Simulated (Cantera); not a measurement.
A closed system holds: 1 mol (CH₃)₂SiCl₂, 0.033 mol C₂H₄, 1300 mol H₂, at 1.00 Torr.

Equilibrium computed with Cantera from the NASA thermochemical tables; the gas is ideal and each condensed phase is pure. Candidate condensed phases: C, C₆H₆, C₇H₈, C₈H₁₈, Si, SiC; 109 gas species. The feed counts by its element totals alone. The numbers say what is thermodynamically allowed, not how fast it happens.

Which condensed phases are stable at each of these points (T (°C)): 1350, 1425, 1500, 1575, 1650, 1725, 1800, 1875, 1950, 2025, 2100?


```
T (°C)      condensed phases  Si condensed (%)
------  --------------------  ----------------
1350    C(graphite) + SiC(s)              99.8
1425    C(graphite) + SiC(s)              98.9
1500    C(graphite) + SiC(s)              95.1
1575    C(graphite) + SiC(s)              79.8
1650    C(graphite) + SiC(s)              24.2
1725             C(graphite)               0.0
1800                gas only               0.0
1875                gas only               0.0
1950                gas only               0.0
2025                gas only               0.0
2100                gas only               0.0
```

From 1350 °C to 1650 °C the condensed part is C(graphite) + SiC(s). At 1725 °C the condensed part is C(graphite). From 1800 °C to 2100 °C nothing is condensed.
